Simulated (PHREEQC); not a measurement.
A solution holds 0.0053 mol/kgw KOH and 0.046 mol/kgw H3BO3, at 19 °C. Closed to the air; pH follows from the charge balance.

Computed with PHREEQC (Pitzer model, pitzer.dat).

Question: The ionic strength comes out as 0.00531 mol/kgw. What activity coefficients do B3O3(OH)4-, OH-, B(OH)4-, B4O5(OH)4-2, K+ get?

Answer: B3O3(OH)4- 0.90, OH- 0.92, B(OH)4- 0.92, B4O5(OH)4-2 0.71, K+ 0.92. Single-ion values are on the MacInnes scale.

No solid was allowed to form. Complexes and solids missing from the database can't appear.
